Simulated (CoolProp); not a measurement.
Vapour pressure (MPa) of ammonia: the reference equation beside estimates from Tc = 405.6 K, pc = 11.36 MPa, ω = 0.256. Clausius-Clapeyron is anchored at 311.1 K with a constant enthalpy of vaporisation of 18.89 kJ/mol.

Computed with CoolProp (reference Helmholtz-energy equation of state, Gao 2020).

```tsv
T (K)	reference	Lee-Kesler	Clausius-Clapeyron	van der Waals
294.6	0.8975	0.9020	0.9752	2.744
302.8	1.154	1.163	1.202	3.140
311.1	1.468	1.481	1.468	3.577
319.3	1.837	1.855	1.771	4.044
327.5	2.272	2.294	2.116	4.548
335.7	2.781	2.805	2.507	5.091
343.9	3.370	3.395	2.946	5.672
352.1	4.048	4.073	3.436	6.293
360.4	4.833	4.856	3.986	6.963
368.6	5.716	5.736	4.586	7.666
```

Absolute difference from the reference over all 10 rows, mean and median: Lee-Kesler 0.7 and 0.8 %, Clausius-Clapeyron 9.8 and 9.3 %, van der Waals 102.7 and 91.6 %.
